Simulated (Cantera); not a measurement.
A closed system holds: 1 mol Si, 0.66 mol O2, 510 mol N2, 0.087 mol H2O, equilibrated at 101000 Pa.

Equilibrium computed with Cantera from the NASA thermochemical tables; the gas is ideal and each condensed phase is pure. Candidate condensed phases: H2O, Si, SiO2, Si2N2O, Si3N4; 35 gas species. Mutual solubility and eutectic melting of coexisting phases are not modelled. The tables hold silica as quartz up to 1696 K and as liquid above; real silica turns to tridymite and cristobalite and melts near 1996 K. Kinetics and transport are ignored.

**Question.** At 1748 K, list the 3 most abundant gas species with their mole fractions, and the condensed phases.

**Answer.** N2 0.999, SiO 0.000636, H2 0.000169. Condensed: SiO2(condensed) + Si2N2O(s).
